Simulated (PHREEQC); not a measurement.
## Copper plating or etch bath

Make-up at 68 °C: 53 mmol/kgw CuCl2, 9.1 mmol/kgw HNO3 and 5.3 mmol/kgw H3BO3. Closed to the air; pH follows from the charge balance.

Computed with PHREEQC (ion-association model, wateq4f.dat).

This is a speciation only: nothing precipitates in the calculation.

Task: Estimate the pH, ionic strength.

Result: pH 2.14; ionic strength 0.131 mol/kgw.

Task: In which forms is Cl present?

Result: Cl- 82 %, CuCl+ 17 %, CuCl2 1.2 % of the Cl.

Complexes and solids missing from the database can't appear. Away from 25 °C the constants follow the database's enthalpies or fits; those with neither stay at their 25 °C values.
